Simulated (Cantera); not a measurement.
Cantera run:

```python
import numpy as np
import cantera as ct

gas_names = """
    Cu CuF CuF2 Cu2 F F2 H HF H2 H2F2 H3F3 H4F4 H5F5 H6F6 H7F7 N NF NF2 NF3 NH NH2 NH3 N2 N2H2 N2H4
""".split()
cond_names = """
    Cu(cr) Cu(L) CuF2(s) CuF2(L)
""".split()


# ... load() reads the species with a 1 bar reference pressure and builds the phases ...
atoms = {
    'CuF2': {'Cu': 1, 'F': 2},
    'HF': {'H': 1, 'F': 1},
    'N2': {'N': 2},
    'NH3': {'N': 1, 'H': 3},
}
top_T = {}  # K; cautious upper limits of use, not melting points


# ... equilibrate(T, P, feed) seeds the gas with the atoms and calls Mixture.equilibrate('TP', solver="vcs", rtol=1e-11, max_steps=5000) ...
results = []
feed = {'CuF2': 1, 'HF': 0.02, 'N2': 0.73, 'NH3': 0.68}  # mol
P = 480  # Pa
for T in [800, 900, 1000, 1100, 1200, 1300, 1400, 1500, 1600, 1700, 1800, 1900, 2000, 2100]:
    mix = equilibrate(T, P, feed)
    results.append((T, P, feed, dict(zip(mix.species_names, mix.species_moles))))
    x = sorted(zip(gas.X, gas.species_names), reverse=True)
    print(f"T = {T:g} K  P = {P:g} Pa  gas = {mix.phase_moles(0):.4g} mol")
    print("   x: " + "  ".join(f"{s} {v:.3e}" for v, s in x if v > 0.001))
    print("   condensed (mol): " + ("  ".join(f"{mix.phase(i).name} {mix.phase_moles(i):.4g}"
          for i in range(1, mix.n_phases) if mix.phase_moles(i) > 1e-12) or "none"))
```

Output:

```
T = 800 K  P = 480 Pa  gas = 3.11 mol
   x: HF 6.495e-01  N2 3.441e-01  H2 6.431e-03
   condensed (mol): Cu(cr) 1
T = 900 K  P = 480 Pa  gas = 3.11 mol
   x: HF 6.495e-01  N2 3.441e-01  H2 6.431e-03
   condensed (mol): Cu(cr) 1
T = 1000 K  P = 480 Pa  gas = 3.11 mol
   x: HF 6.495e-01  N2 3.441e-01  H2 6.431e-03
   condensed (mol): Cu(cr) 1
T = 1100 K  P = 480 Pa  gas = 3.11 mol
   x: HF 6.495e-01  N2 3.441e-01  H2 6.431e-03
   condensed (mol): Cu(cr) 1
T = 1200 K  P = 480 Pa  gas = 3.11 mol
   x: HF 6.495e-01  N2 3.440e-01  H2 6.436e-03
   condensed (mol): Cu(cr) 1
T = 1300 K  P = 480 Pa  gas = 3.11 mol
   x: HF 6.494e-01  N2 3.440e-01  H2 6.466e-03
   condensed (mol): Cu(cr) 0.9997
T = 1400 K  P = 480 Pa  gas = 3.111 mol
   x: HF 6.488e-01  N2 3.439e-01  H2 6.611e-03
   condensed (mol): Cu(L) 0.998
T = 1500 K  P = 480 Pa  gas = 3.118 mol
   x: HF 6.465e-01  N2 3.432e-01  H2 7.109e-03  Cu 1.713e-03  CuF 1.409e-03
   condensed (mol): Cu(L) 0.9903
T = 1600 K  P = 480 Pa  gas = 3.143 mol
   x: HF 6.385e-01  N2 3.405e-01  H2 8.435e-03  Cu 8.283e-03  CuF 4.213e-03
   condensed (mol): Cu(L) 0.9607
T = 1700 K  P = 480 Pa  gas = 3.234 mol
   x: HF 6.146e-01  N2 3.309e-01  Cu 3.309e-02  H2 1.111e-02  CuF 1.008e-02
   condensed (mol): Cu(L) 0.8601
T = 1800 K  P = 480 Pa  gas = 3.547 mol
   x: HF 5.500e-01  N2 3.017e-01  Cu 1.128e-01  CuF 1.955e-02  H2 1.510e-02
   condensed (mol): Cu(L) 0.529
T = 1900 K  P = 480 Pa  gas = 4.062 mol
   x: HF 4.730e-01  N2 2.634e-01  Cu 2.211e-01  CuF 2.426e-02  H2 1.633e-02  H 1.464e-03
   condensed (mol): none
T = 2000 K  P = 480 Pa  gas = 4.072 mol
   x: HF 4.751e-01  N2 2.628e-01  Cu 2.242e-01  CuF 2.096e-02  H2 1.402e-02  H 2.779e-03
   condensed (mol): none
T = 2100 K  P = 480 Pa  gas = 4.082 mol
   x: HF 4.762e-01  N2 2.621e-01  Cu 2.261e-01  CuF 1.858e-02  H2 1.181e-02  H 4.886e-03
   condensed (mol): none
```

These are equilibrium values from Cantera (NASA tables, ideal gas, pure condensed phases), not measurements of a reactor.
